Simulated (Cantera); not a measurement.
Input: 1 mol CH3SiCl3, 0.094 mol CH4, a varied amount of H2, equilibrated at 950 K and 0.133 bar.

Equilibrium computed with Cantera from the NASA thermochemical tables; the gas is ideal and each condensed phase is pure. Candidate condensed phases: C, C6H6, C7H8, C8H18, Si, SiC; 109 gas species. The feed counts by its element totals alone. The tables' values for SiCl3 are old estimates; treat these amounts as uncertain. Equilibrium is a limit: real reactors are often held back by kinetics, nucleation or transport.

Q: At 15 mol H2, list the 5 most abundant gas species with their mole fractions, and the condensed phases.

A: H2 0.888, HCl 0.0681, SiCl4 0.0249, CH4 0.0176, SiHCl3 0.00149. Condensed: C(graphite) + SiC(s).
